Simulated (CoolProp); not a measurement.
Vapour-liquid equilibrium of 1-butene (1) + n-butane (2) at 192.6 K; x and y are mole fractions of (1).

The numbers come from the multi-fluid Helmholtz-energy mixture model, Lemmon 2005 and Bücker 2006; pair parameters Bell 2016 in CoolProp.

Task: Give the bubble pressure and the first vapour's composition at x = 0.05, 0.65, 0.95. Is there an azeotrope?

Result: x = 0.05: 0.001085 MPa, y = 0.069; x = 0.65: 0.001346 MPa, y = 0.718; x = 0.95: 0.001447 MPa, y = 0.960. No azeotrope shows between x = 0.05 and 0.95.

Pair parameters are fitted to limited data, so mixtures are less certain than the pure fluids.
